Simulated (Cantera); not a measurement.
Input (Python, Cantera) and output of one run.

```python
import numpy as np
import cantera as ct

gas_names = """
    B BF BF2 BF3 BN BO BOF BOF2 BO2 B2 B2O B2O2 B2O3 B3O3F3 F FO FO2 F2 F2O N NF NF2 NF3 NO NO2 NO3 N2
    N2O O O2 O3
""".split()
cond_names = """
    B(b) B(L) BN(s) B2O3(L)
""".split()


# ... load() reads the species with a 1 bar reference pressure and builds the phases ...
atoms = {
    'BF3': {'B': 1, 'F': 3},
    'O2': {'O': 2},
    'N2': {'N': 2},
}
top_T = {'BN(s)': 3200}  # K; cautious upper limits of use, not melting points


# ... equilibrate(T, P, feed) seeds the gas with the atoms and calls Mixture.equilibrate('TP', solver="vcs", rtol=1e-11, max_steps=5000) ...
results = []
feed = {'BF3': 1, 'O2': 3.8, 'N2': 13}  # mol
T = 773.15  # K
P = 11000  # Pa
mix = equilibrate(T, P, feed)
results.append((T, P, feed, dict(zip(mix.species_names, mix.species_moles))))
print(gas.report(threshold=0.001))
for i in range(1, mix.n_phases):
    print(f"{mix.phase(i).name:16s} {mix.phase_moles(i):12.5e} mol")
```

Result:

```
       temperature   773.15 K
          pressure   11000 Pa
           density   0.053218 kg/m^3
  mean mol. weight   31.1 kg/kmol
   phase of matter   gas

                          1 kg             1 kmol
                     ---------------   ---------------
          enthalpy       -1.5609e+06       -4.8545e+07  J
   internal energy       -1.7676e+06       -5.4974e+07  J
           entropy            8125.4         2.527e+05  J/K
    Gibbs function       -7.8431e+06       -2.4392e+08  J
 heat capacity c_p              1094             34024  J/K
 heat capacity c_v            826.66             25709  J/K

                      mass frac. Y      mole frac. X     chem. pot. / RT
                     ---------------   ---------------   ---------------
               BF3           0.12249           0.05618           -214.73
                N2           0.65787           0.73034           -26.766
                O2           0.21965           0.21348           -29.666
     [  +28 minor]        1.4149e-06        1.3762e-06

B(b)              0.00000e+00 mol
BN(s)             0.00000e+00 mol
B2O3(L)           0.00000e+00 mol
```

Equilibrium computed with Cantera from the NASA thermochemical tables; the gas is ideal and each condensed phase is pure.
